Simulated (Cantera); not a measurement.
# Stirred combustor or abatement burner

A perfectly stirred reactor is fed with C2H4 : O2 : N2 : H2O : CO2 = 1 : 3 : 11.3 : 1.3 : 0.16 (molar parts), equivalence ratio 1.0, at 1.00 bar; it is adiabatic with a 800 K inlet, and is followed from long to short residence time, starting on the burning branch (τ in s: 0.08, 0.031, 0.012, 0.0046, 0.0018, 0.00068, 0.00026, 0.0001, 3.9e-05, 1.5e-05).

Cantera simulation using GRI-Mech 3.0 (53 species, 325 reactions); the numbers are that mechanism's predictions, not measurements. GRI-Mech 3.0 was tuned for natural gas; its chemistry of ethylene as a main component is partial and can be far from experiment.

| τ (s) | T (K) | x C2H4 | x O2 | x H2O | x HCN | x HO2 | x C2H | x HCO |
|---|---|---|---|---|---|---|---|---|
| 0.080 | 2449 | 5.91e-7 | 0.0129 | 0.180 | 2.08e-7 | 2.10e-6 | 1.41e-8 | 2.41e-8 |
| 0.031 | 2441 | 1.46e-6 | 0.0137 | 0.179 | 3.95e-7 | 2.19e-6 | 3.42e-8 | 5.14e-8 |
| 0.012 | 2422 | 3.49e-6 | 0.0151 | 0.178 | 5.99e-7 | 2.35e-6 | 7.75e-8 | 1.23e-7 |
| 0.0046 | 2381 | 7.95e-6 | 0.0174 | 0.175 | 7.24e-7 | 2.66e-6 | 1.60e-7 | 3.11e-7 |
| 0.0018 | 2315 | 1.69e-5 | 0.0205 | 0.170 | 7.72e-7 | 3.29e-6 | 2.93e-7 | 7.87e-7 |
| 0.00068 | 2228 | 3.71e-5 | 0.0241 | 0.165 | 8.76e-7 | 4.58e-6 | 5.23e-7 | 2.05e-6 |
| 0.00026 | 2137 | 8.55e-5 | 0.0280 | 0.159 | 1.17e-6 | 6.75e-6 | 9.35e-7 | 5.26e-6 |
| 0.00010 | 2048 | 0.000217 | 0.0327 | 0.155 | 1.86e-6 | 1.05e-5 | 1.75e-6 | 1.36e-5 |
| 3.9e-5 | 1950 | 0.000669 | 0.0415 | 0.153 | 3.37e-6 | 2.07e-5 | 3.40e-6 | 3.68e-5 |
| 1.5e-5 | 800 | 0.0597 | 0.179 | 0.0776 | <1e-12 | <1e-12 | <1e-12 | <1e-12 |
x: mole fraction; the columns are a selection and need not sum to one.
